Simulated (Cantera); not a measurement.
Feed: 1 mol borazine, 0.99 mol O₂, equilibrated at 0.00260 bar.

Method: chemical equilibrium by Gibbs-energy minimisation in Cantera with the NASA 1993 tables (ideal gas, pure condensed phases). Candidate condensed phases: B, BN, B₂O₃, B₃O₃H₃, H₂O; 39 gas species. The feed counts by its element totals alone. Mutual solubility and eutectic melting of coexisting phases are not modelled. Rates play no part.

Task: At 1575 K, list the 4 most abundant gas species with their mole fractions, and the condensed phases.

Result: H₂ 0.739, N₂ 0.171, B₂O₃ 0.0358, HBO 0.0272. Condensed: BN(s) + B₂O₃(l).
